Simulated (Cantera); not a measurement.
A closed system holds: 1 mol MgO, 0.6 mol CH4, 0.3 mol H2, at 1523.15 K and 0.0133 bar.

Cantera equilibrium calculation (NASA polynomials, part measured and part estimated; ideal gas, pure solids and liquids). Candidate condensed phases: C, C6H6, C7H8, C8H18, H2O, Mg, MgCO3, MgO, Mg(OH)2; 116 gas species. The tables' values for MgH are old estimates; treat these amounts as uncertain. Equilibrium is a limit: real reactors are often held back by kinetics, nucleation or transport.

Base state: H2 0.832, CO 0.0837, Mg 0.0836, H 0.000183, MgH 9.33e-5, CH4 2.13e-5 (mole fractions); condensed: C(graphite) + MgO(s).

**Question.** What changes in the equilibrium state with this change: temperature from 1523.15 K to 2150 K?

**Answer.** 
| species | before | after |
|---|---|---|
| H2 | 0.832 | 0.506 |
| Mg | 0.0836 | 0.234 |
| CO | 0.0837 | 0.213 |
| H2O | 1.35e-6 | 0.0180 |
| H | 0.000183 | 0.0260 |
| OH | <1e-9 | 0.000119 |
| CO2 | 5.06e-8 | 0.00149 |
| MgO | <1e-9 | 2.40e-5 |
| CH4 | 2.13e-5 | <1e-9 |
| C(graphite), mol | 0.449 | 0 |
| MgO(s), mol | 0.849 | 0.344 |
